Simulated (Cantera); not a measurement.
A perfectly stirred reactor is fed with CH4 : O2 : N2 = 1 : 2.33 : 25.6 (molar parts), equivalence ratio 0.86, at 4.20 bar; it is adiabatic with a 775 K inlet, and is followed from long to short residence time, starting on the burning branch (τ in s: 0.19, 0.08, 0.033, 0.014, 0.0058, 0.0024, 0.001, 0.00043, 0.00018, 7.5e-05, 3.1e-05, 1.3e-05, 5.5e-06).

Computed with Cantera and GRI-Mech 3.0 (53 species, 325 reactions).

Problem. What does this change do: pressure from 4.20 bar to 1.50 bar?

Solution. 
```
quantity                                                                      before                                after
------------------------------------------------  ----------------------------------  -----------------------------------
blow-out, bracketed by the residence times tried  burning at 2.40 ms, out at 1.00 ms  burning at 1.00 ms, out at 0.430 ms
x(CH4) at τ = 0.190 s                                                        8.64e-6                              1.02e-5
x(O2) at τ = 0.190 s                                                          0.0115                               0.0115
x(H) at τ = 0.190 s                                                          2.52e-6                              1.62e-5
x(HO2) at τ = 0.190 s                                                        9.50e-7                              1.09e-6
x(O) at τ = 0.190 s                                                          8.84e-6                              3.69e-5
x(CH4) at τ = 1.00 ms                                                         0.0346                             0.000523
x(O2) at τ = 1.00 ms                                                          0.0805                               0.0175
x(H) at τ = 1.00 ms                                                           <1e-12                             0.000767
x(HO2) at τ = 1.00 ms                                                       1.85e-12                              1.29e-5
x(O) at τ = 1.00 ms                                                           <1e-12                             0.000438
```

Problem. What does this change do: inlet temperature 775 to 523 K?

Solution. 
```json
[
 {"quantity": "blow-out, bracketed by the residence times tried", "before": "burning at 2.40 ms, out at 1.00 ms", "after": "not reached"},
 {"quantity": "x(CH4) at τ = 0.190 s", "before": "8.64e-6", "after": "0.0346"},
 {"quantity": "x(O2) at τ = 0.190 s", "before": "0.0115", "after": "0.0805"},
 {"quantity": "x(H) at τ = 0.190 s", "before": "2.52e-6", "after": "<1e-12"},
 {"quantity": "x(HO2) at τ = 0.190 s", "before": "9.50e-7", "after": "<1e-12"},
 {"quantity": "x(O) at τ = 0.190 s", "before": "8.84e-6", "after": "<1e-12"},
 {"quantity": "x(CH4) at τ = 1.00 ms", "before": "0.0346", "after": "0.0346"},
 {"quantity": "x(O2) at τ = 1.00 ms", "before": "0.0805", "after": "0.0805"},
 {"quantity": "x(H) at τ = 1.00 ms", "before": "<1e-12", "after": "<1e-12"},
 {"quantity": "x(HO2) at τ = 1.00 ms", "before": "1.85e-12", "after": "<1e-12"},
 {"quantity": "x(O) at τ = 1.00 ms", "before": "<1e-12", "after": "<1e-12"},
 {"quantity": "state", "before": "not reached", "after": "not burning at any residence time tried"}
]
```

Problem. What does this change do: pressure from 4.20 bar to 5.30 bar?

Solution. 
```csv
quantity,before,after
"blow-out, bracketed by the residence times tried","burning at 2.40 ms, out at 1.00 ms","burning at 2.40 ms, out at 1.00 ms"
x(CH4) at τ = 0.190 s,8.64e-6,8.43e-6
x(O2) at τ = 0.190 s,0.0115,0.0115
x(H) at τ = 0.190 s,2.52e-6,1.69e-6
x(HO2) at τ = 0.190 s,9.50e-7,9.17e-7
x(O) at τ = 0.190 s,8.84e-6,6.30e-6
x(CH4) at τ = 1.00 ms,0.0346,0.0346
x(O2) at τ = 1.00 ms,0.0805,0.0805
x(H) at τ = 1.00 ms,<1e-12,<1e-12
x(HO2) at τ = 1.00 ms,1.85e-12,2.33e-12
x(O) at τ = 1.00 ms,<1e-12,<1e-12
```
